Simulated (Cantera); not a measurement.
What does this Cantera script print?

```python
import numpy as np
import cantera as ct

gas = ct.Solution("gri30.yaml")
gas.TPX = 1950, 13332, {'C2H6': 1, 'H2': 13}
inlet = ct.Reservoir(gas, clone=True)

reactor = ct.IdealGasConstPressureReactor(gas, energy="off", clone=False)
exhaust = ct.Reservoir(gas, clone=True)
tau = [22, 8.3, 3.2, 1.2, 0.46, 0.18, 0.068, 0.026, 0.0099, 0.0038][0]
for a, b in ((inlet, reactor), (reactor, exhaust)):
    ct.MassFlowController(a, b, mdot=lambda t: reactor.mass / tau)
net = ct.ReactorNet([reactor])
show = ['C2H6', 'H2', 'CH4', 'CH3', 'C2H']

rows = []
print(f"{'tau/s':>10s}{'T/K':>9s}" + "".join(f"{s:>11s}" for s in show))
for tau in [22, 8.3, 3.2, 1.2, 0.46, 0.18, 0.068, 0.026, 0.0099, 0.0038]:
    net.initial_time = 0.0
    net.advance(30 * tau)
    before = gas.X
    net.advance(40 * tau)
    drift = np.max(np.abs(gas.X - before) / (gas.X + 1e-9))
    rows.append([gas.T, *gas[show].X, drift])
    print(f"{tau:10.3e}{gas.T:9.1f}" + "".join(f"{x:11.3e}" for x in gas[show].X))
```

Output:

```
     tau/s      T/K       C2H6         H2        CH4        CH3        C2H
 2.200e+01   1950.0  3.698e-08  9.339e-01  1.061e-03  6.886e-05  3.177e-06
 8.300e+00   1950.0  8.906e-08  9.336e-01  1.529e-03  9.932e-05  3.168e-06
 3.200e+00   1950.0  2.220e-07  9.331e-01  2.323e-03  1.512e-04  3.155e-06
 1.200e+00   1950.0  5.811e-07  9.323e-01  3.674e-03  2.401e-04  3.134e-06
 4.600e-01   1950.0  1.498e-06  9.310e-01  5.787e-03  3.807e-04  3.104e-06
 1.800e-01   1950.0  3.776e-06  9.291e-01  8.966e-03  5.974e-04  3.064e-06
 6.800e-02   1950.0  9.780e-06  9.261e-01  1.386e-02  9.462e-04  3.012e-06
 2.600e-02   1950.0  2.469e-05  9.219e-01  2.064e-02  1.470e-03  2.954e-06
 9.900e-03   1950.0  6.128e-05  9.163e-01  2.939e-02  2.247e-03  2.898e-06
 3.800e-03   1950.0  1.473e-04  9.097e-01  3.943e-02  3.345e-03  2.844e-06
```

Model: GRI-Mech 3.0 (53 species, 325 reactions), integrated in Cantera. GRI-Mech 3.0 stops at C3 and has no aromatics, soot or wall deposition, so with more carbon than oxygen in the feed, carbon stays in small species such as C2H2 where larger ones or solid carbon would form.
